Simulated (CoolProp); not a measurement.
Vapour-liquid equilibrium of methanol (1) + water (2) at 0.0166 MPa; x and y are mole fractions of (1).

Values from CoolProp's multi-fluid Helmholtz-energy mixture model, de Reuck 1993 and Wagner 2002; pair parameters Bell 2016.

```
x      bubble temperature, mixture model (K)  bubble temperature, Raoult's law (K)  y, mixture model  y, Raoult's law
-----  -------------------------------------  ------------------------------------  ----------------  ---------------
0.05                                   323.5                                 325.9             0.269            0.189
0.125                                  317.7                                 321.7             0.495            0.394
0.2                                    313.6                                 318.1             0.621            0.538
0.275                                  310.6                                 315.1             0.700            0.643
0.35                                   308.3                                 312.4             0.755            0.722
0.425                                  306.5                                 310.0             0.797            0.784
0.5                                    305.0                                 307.9             0.830            0.833
0.575                                  303.7                                 306.0             0.859            0.872
0.65                                   302.5                                 304.2             0.885            0.905
0.725                                  301.4                                 302.6             0.909            0.932
0.8                                    300.3                                 301.1             0.933            0.954
0.875                                  299.3                                 299.8             0.958            0.974
0.95                                   298.4                                 298.5             0.983            0.990
```

The largest gap from Raoult's law is -4.5 K in bubble temperature, at x = 0.2. No azeotrope shows between x = 0.05 and 0.95.

The pair parameters rest on a limited set of measurements; away from them the model extrapolates.
